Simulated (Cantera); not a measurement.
Input (Python, Cantera) and output of one run.

```python
import numpy as np
import cantera as ct

gas_names = """
    H HNO HNO2 HNO3 HO2 H2 H2O H2O2 N NH NH2 NH3 NH2OH NO NO2 NO3 N2 N2H2 N2H4 N2O O OH O2 O3 Pb PbO Pb2
""".split()
cond_names = """
    H2O(s) H2O(L) Pb(cr) Pb(L) PbO(rd) PbO(yw) PbO(L) PbO2(s) Pb3O4(s)
""".split()


def load(file, names, dense=False):
    # The tables refer to 1 bar. Condensed volumes are neglected.
    table = {s.name: s for s in ct.Species.list_from_file(file)}
    out = []
    for n in names:
        d = dict(table[n].input_data)
        d["thermo"] = dict(d["thermo"], **{"reference-pressure": 1e5})
        if dense:
            d["equation-of-state"] = {"model": "constant-volume", "density": "1e6 g/cm^3"}
        out.append(ct.Species.from_dict(d))
    return out


gas = ct.Solution(thermo="ideal-gas", species=load("nasa_gas.yaml", gas_names))
cond = {s.name: ct.Solution(thermo="fixed-stoichiometry", species=[s], name=s.name)
        for s in load("nasa_condensed.yaml", cond_names, dense=True)}
atoms = {
    'Pb': {'Pb': 1},
    'H2O': {'H': 2, 'O': 1},
    'N2': {'N': 2},
}
top_T = {'Pb3O4(s)': 820}  # K; cautious upper limits of use, not melting points


def equilibrate(T, P, feed):
    n = {}
    for name, mol in feed.items():
        for a, k in atoms[name].items():
            n[a] = n.get(a, 0.0) + k * mol
    gas.TPX = T, P, n
    mass = sum(n.values()) * gas.mean_molecular_weight
    gas.equilibrate("TP")
    valid = [c for c in cond.values() if c.min_temp <= T <= top_T.get(c.name, c.max_temp)]
    mix = ct.Mixture([(gas, mass / gas.mean_molecular_weight)] + [(c, 0.0) for c in valid])
    mix.T, mix.P = T, P
    mix.equilibrate("TP", solver="vcs", rtol=1e-11, max_steps=5000)
    return mix


results = []
feed = {'Pb': 1, 'H2O': 0.09, 'N2': 3.7}  # mol
P = 133.322  # Pa
for T in [698, 798, 898, 998, 1098, 1198, 1298, 1398, 1498, 1598, 1698, 1798, 1898]:
    mix = equilibrate(T, P, feed)
    results.append((T, P, feed, dict(zip(mix.species_names, mix.species_moles))))

top = {s: max(r[3][s] / sum(r[3][g] for g in gas_names) for r in results) for s in gas_names}
cols = sorted((s for s in top if top[s] > 0.0001), key=lambda s: -top[s])[:5]
seen = [c for c in cond_names if any(r[3].get(c, 0) > 1e-12 for r in results)]
print("log10 of partial pressures in bar; condensed amounts in mol")
print(f"{'T/K':>10s}" + "".join(f"{s[:9]:>10s}" for s in cols + seen))
for T, P, feed, n in results:
    ng = sum(n[g] for g in gas_names)
    print(f"{T:10.4g}" + "".join(f"{np.log10(max(n[s] / ng * P / 1e5, 1e-99)):10.3f}" for s in cols)
          + "".join(f"{n.get(c, 0):10.4g}" for c in seen))
```

Result:

```
log10 of partial pressures in bar; condensed amounts in mol
       T/K        N2        Pb       H2O        H2       PbO     Pb(L)   PbO(rd)   PbO(yw)
       698    -2.886    -8.993    -4.500    -8.944   -12.841         1 3.233e-06         0
       798    -2.886    -7.242    -4.500    -8.704   -10.201    0.9998         0 5.444e-06
       898    -2.886    -5.888    -4.500    -8.334    -8.334    0.9963         0         0
       998    -2.891    -4.810    -4.505    -7.443    -7.443    0.9553         0         0
      1098    -2.925    -3.933    -4.542    -6.731    -6.731    0.6354         0         0
      1198    -2.987    -3.556    -4.609    -6.333    -6.333         0         0         0
      1298    -2.987    -3.557    -4.614    -6.129    -6.129         0         0         0
      1398    -2.987    -3.557    -4.621    -5.955    -5.955         0         0         0
      1498    -2.987    -3.558    -4.629    -5.806    -5.805         0         0         0
      1598    -2.987    -3.559    -4.640    -5.676    -5.676         0         0         0
      1698    -2.987    -3.560    -4.655    -5.563    -5.567         0         0         0
      1798    -2.987    -3.561    -4.675    -5.460    -5.480         0         0         0
      1898    -2.988    -3.562    -4.709    -5.362    -5.424         0         0         0
```

These are equilibrium values from Cantera (NASA tables, ideal gas, pure condensed phases), not measurements of a reactor.
